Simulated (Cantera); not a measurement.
A perfectly stirred reactor is fed with H2 : O2 : N2 = 1.2 : 1 : 0.63 (molar parts), equivalence ratio 0.60, at 100000 Pa; it is held at 1400 K, and followed from long to short residence time.

Cantera simulation using the H2/O2 subset of GRI-Mech 3.0, which has no nitrogen chemistry; the numbers are that mechanism's predictions, not measurements. The temperature is held fixed by assumption; the heat of reaction is taken as removed at once.

Problem. What does this change do: pressure from 100000 Pa to 11000 Pa?

Solution. 
```csv
quantity,before,after
x(H2) at τ = 4.80 s,2.92e-5,0.000161
x(O2) at τ = 4.80 s,0.179,0.179
x(H2O2) at τ = 4.80 s,1.54e-7,2.22e-7
x(O) at τ = 4.80 s,3.22e-6,8.30e-5
x(HO2) at τ = 4.80 s,1.32e-6,2.02e-6
x(H2) at τ = 0.120 s,0.000360,0.00191
x(O2) at τ = 0.120 s,0.179,0.179
x(H2O2) at τ = 0.120 s,9.75e-7,9.95e-7
x(O) at τ = 0.120 s,3.73e-5,0.00103
x(HO2) at τ = 0.120 s,1.49e-5,1.41e-5
```
